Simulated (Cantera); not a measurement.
Charge: 1 mol AlN, 2.1 mol N₂, equilibrated at 43.0 mbar.

These are equilibrium values from Cantera (NASA tables, ideal gas, pure condensed phases), not measurements of a reactor. Candidate condensed phases: Al, AlN; 5 gas species. Equilibrium is a limit: real reactors are often held back by kinetics, nucleation or transport.

What share of the Al ends up in condensed phases as a function of T (K), at 1575, 1725, 1875, 2025, 2175, 2325, 2475, 2625, 2775?


```tsv
T (K)	Al condensed (%)	as
1575	100.0	AlN(s)
1725	100.0	AlN(s)
1875	100.0	AlN(s)
2025	99.2	AlN(s)
2175	88.7	AlN(s)
2325	0.0	-
2475	0.0	-
2625	0.0	-
2775	0.0	-
```
